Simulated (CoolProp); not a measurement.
A single-stage vapour-compression cycle with the fluid: evaporating at 306.15 K (dew point), condensing at 351.15 K (bubble point), superheat 0 K, subcooling 5 K, compressor efficiency 0.6, no pressure losses. The same conditions are run with several fluids, on thermodynamics alone (safety and materials aside).

Computed with CoolProp (reference Helmholtz-energy equation of state of each fluid (n-perfluorohexane: Gao 2022; R245ca: Zhou 2016; n-perfluoropentane: Gao 2022; the fluoroketone C6F12O (FK-5-1-12): McLinden 2015; R245fa: Akasaka 2015; c-C4F8 (RC318): Platzer 1990)). The equations of Platzer and Polt are older, rougher fits.

Question: Rank n-perfluorohexane, R245ca, n-perfluoropentane, the fluoroketone C6F12O (FK-5-1-12), R245fa, c-C4F8 (RC318) by cooling COP, highest first.

Answer: R245ca (3.39), R245fa (3.33), n-perfluorohexane (2.82), the fluoroketone C6F12O (FK-5-1-12) (2.79), n-perfluoropentane (2.73), c-C4F8 (RC318) (2.69)

```tsv
fluid	pressure ratio	discharge temperature (K)	refrigerating effect (kJ/kg)	volumetric capacity (kJ/m³)
n-perfluorohexane	4.73	351.1	47.4	268
R245ca	4.01	356.4	142	1070
n-perfluoropentane	3.91	351.1	45.3	632
the fluoroketone C6F12O (FK-5-1-12)	4.48	351.1	47.5	345
R245fa	3.79	357.6	131	1460
c-C4F8 (RC318)	3.21	351.2	52.7	1890
```

The compression ends wet for: n-perfluorohexane; n-perfluoropentane; the fluoroketone C6F12O (FK-5-1-12); c-C4F8 (RC318).
